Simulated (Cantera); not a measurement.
Input: 1 mol Si, 2 mol HCl, 89 mol N2, held at 45.0 Pa.

These are equilibrium values from Cantera (NASA tables, ideal gas, pure condensed phases), not measurements of a reactor. Candidate condensed phases: NH4Cl, Si, Si3N4; 28 gas species. N2 is the only nitrogen source here; it is nearly inert below about 1500 K, so the nitride shown seldom forms there in practice. The tables' values for SiCl3 are old estimates; treat these amounts as uncertain. Rates play no part.

log p: log10 of the partial pressure in bar; n: condensed amount in mol.

| T (°C) | log p N2 | log p HCl | log p H2 | log p SiCl2 | log p SiCl4 | log p SiCl3 | n Si3N4(s) |
|---|---|---|---|---|---|---|---|
| 375 | -3.36 | -5.15 | -5.85 | <-15 | -6.15 | -12.84 | 0.286 |
| 425 | -3.36 | -5.13 | -5.90 | ? | -6.20 | -11.91 | 0.291 |
| 475 | -3.36 | -5.11 | -5.94 | -13.69 | -6.24 | -11.10 | 0.295 |
| 525 | -3.36 | -5.10 | -5.98 | -12.47 | -6.28 | -10.40 | 0.298 |
| 575 | -3.36 | -5.10 | -6.01 | -11.39 | -6.32 | -9.78 | 0.301 |
| 625 | -3.36 | -5.09 | -6.05 | -10.43 | -6.35 | -9.23 | 0.303 |
| 675 | -3.36 | -5.08 | -6.07 | -9.58 | -6.37 | -8.74 | 0.305 |
| 725 | -3.36 | -5.08 | -6.10 | -8.81 | -6.40 | -8.30 | 0.306 |
| 775 | -3.36 | -5.07 | -6.11 | -8.12 | -6.43 | -7.91 | 0.307 |
| 825 | -3.36 | -5.07 | -6.13 | -7.51 | -6.47 | -7.56 | 0.307 |
| 875 | -3.36 | -5.07 | -6.12 | ? | ? | -7.28 | 0.304 |
| 925 | -3.36 | -5.08 | -6.09 | -6.51 | -6.71 | -7.09 | 0.294 |
| 975 | -3.36 | -5.10 | -6.00 | -6.18 | -7.02 | -7.03 | 0.276 |
| 1025 | -3.36 | -5.14 | -5.88 | -5.95 | -7.46 | -7.09 | 0.250 |

Question: Fill in the missing entries.

Answer: 
- 875, log p SiCl2: -6.96
- 875, log p SiCl4: -6.55
- 425, log p SiCl2: -15.09
